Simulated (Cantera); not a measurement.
Input: 1 mol C, 0.75 mol H2, at 0.680 bar.

Cantera equilibrium calculation (NASA polynomials, part measured and part estimated; ideal gas, pure solids and liquids). Candidate condensed phases: C, C6H6, C7H8, C8H18; 76 gas species. Kinetics and transport are ignored. All values below are at 2400 °C.

Base state: H2 0.920, H 0.0596, C2H2 (acetylene) 0.0197, C4H2 0.000175, C2H 0.000129, CH3 7.45e-5, CH4 6.67e-5, C2H2 (vinylidene) 2.65e-5 (mole fractions); condensed: C(graphite).

### Question
What changes in the equilibrium state with this change: pressure from 0.680 bar to 34.0 mbar?

### Answer
```
species            before     after
----------------  -------  --------
H2                  0.920     0.743
H                  0.0596     0.240
C2H2 (acetylene)   0.0197    0.0159
CH4               6.67e-5   2.18e-6
C3                9.01e-6  0.000180
C(graphite), mol    0.969     0.971
```
